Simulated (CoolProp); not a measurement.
Hydrogen sulfide at 418.24 K and 0.72 MPa is compressed adiabatically to 1.31 MPa with isentropic efficiency 0.75. Each further row changes one setting.

Values from CoolProp's reference Helmholtz-energy equation of state, Lemmon 2006. It is a short technical equation, of lower accuracy than the large ones.

```
case             work (kJ/kg)  final temperature (K)  final density (kg/m³)
---------------  ------------  ---------------------  ---------------------
as stated                85.7             (withheld)                   10.9
efficiency 1       (withheld)             (withheld)             (withheld)
efficiency 0.65          98.8             (withheld)             (withheld)
```

Problem. What belongs in the gaps?

Solution. 
- as stated, final temperature (K): 499.9
- efficiency 1, work (kJ/kg): 64.2
- efficiency 1, final temperature (K): 480.8
- efficiency 1, final density (kg/m³): 11.4
- efficiency 0.65, final temperature (K): 511.6
- efficiency 0.65, final density (kg/m³): 10.7
